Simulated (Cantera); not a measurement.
An isothermal, constant-pressure homogeneous reactor starts with CH4 : H2 = 0.015 : 1 (molar parts), at 2000 K and 0.0267 bar.

Computed with Cantera and GRI-Mech 3.0 (53 species, 325 reactions). GRI-Mech 3.0 stops at C3 and has no aromatics, soot or wall deposition, so with more carbon than oxygen in the feed, carbon stays in small species such as C2H2 where larger ones or solid carbon would form. Radical loss at walls, strong at low pressure, is not modelled.

x: mole fraction; the columns are a selection and need not sum to one.

| t (s) | x CH4 | x H2 | x C2H2 | x C2H4 | x C2H | x CH3 |
|---|---|---|---|---|---|---|
| 8.00e-6 | 0.0148 | 0.985 | <1e-12 | <1e-12 | <1e-12 | 2.36e-6 |
| 4.11e-5 | 0.0148 | 0.985 | <1e-12 | 1.09e-10 | <1e-12 | 8.56e-6 |
| 0.000211 | 0.0147 | 0.985 | 4.49e-10 | … | <1e-12 | 3.61e-5 |
| 0.00109 | 0.0146 | 0.985 | 3.34e-7 | … | 3.76e-12 | 0.000175 |
| 0.00558 | 0.0136 | 0.983 | 0.000133 | … | 7.34e-9 | 0.000792 |
| 0.0287 | 0.00670 | 0.982 | 0.00348 | … | 4.51e-7 | 0.000912 |
| 0.147 | 0.00105 | 0.983 | 0.00663 | … | 1.10e-6 | 0.000184 |
| 0.757 | 0.000144 | 0.983 | 0.00716 | 1.28e-6 | 1.33e-6 | 2.83e-5 |
| 3.89 | 3.79e-5 | 0.983 | 0.00722 | 1.27e-6 | 1.36e-6 | 7.55e-6 |
| 20.0 | 3.36e-5 | 0.983 | 0.00722 | 1.27e-6 | 1.37e-6 | 6.70e-6 |

Task: Fill in the missing entries.

Result: 
- 0.000211, x C2H4: 1.12e-8
- 0.00109, x C2H4: 1.09e-6
- 0.00558, x C2H4: 2.27e-5
- 0.0287, x C2H4: 1.65e-5
- 0.147, x C2H4: 1.80e-6
